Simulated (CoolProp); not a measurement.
1,2-dichloroethane along the isobar 7.21 MPa: Z from the reference equation and from simpler models built on Tc = 288.4 °C, pc = 5.226 MPa, ω = 0.269; each cubic takes its own stable root.

Model: reference Helmholtz-energy equation of state, Thol 2015, in CoolProp.

```
T (°C)   phase  reference
------  ------  ---------
103.25  liquid     0.2005
115.95  liquid     0.1975
128.75  liquid     0.1949
141.45  liquid     0.1928
154.25  liquid     0.1910
167.05  liquid     0.1896
179.75  liquid     0.1887
192.55  liquid     0.1883
205.35  liquid     0.1883
218.05  liquid     0.1890
```

Question: How far does each simpler model (van der Waals, Soave-Redlich-Kwong) lie from the reference over these 10 states: mean and median of the absolute difference, and the worst?

Answer: 
- van der Waals: mean 66.1 %, median 66.2 %, worst +68.9 % at 103.25 °C and 7.21 MPa
- Soave-Redlich-Kwong: mean 14.5 %, median 14.2 %, worst +16.5 % at 218.05 °C and 7.21 MPa
